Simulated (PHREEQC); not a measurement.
Make-up at 5 °C: 3.8 mol CaCl2, 0.5 mol KCl and 0.00021 mol H4SiO4 per kg of water. Closed to the air; pH follows from the charge balance.

Equilibrium calculation in PHREEQC: Pitzer model, pitzer.dat.

```
quantity              before  after
--------------------  ------  -----
pH                      5.09  -1.38
SI of Sylvite (KCl)    -0.21  -0.42
SI of SiO2(a) (SiO2)   +0.35  -0.63
```

What was changed between the two runs?
(A) temperature from 5 to 80 °C
(B) CaCl2 left out
(C) CaCl2 replaced by HCl at the same molality
(D) temperature from 5 to 30 °C

C, CaCl2 replaced by HCl at the same molality

Precipitation was switched off in this run. Some of these states are supersaturated (in SiO2(a), for instance). In brines, pH and single-ion activities rest on the MacInnes convention. Away from 25 °C the constants follow the database's enthalpies or fits; those with neither stay at their 25 °C values.
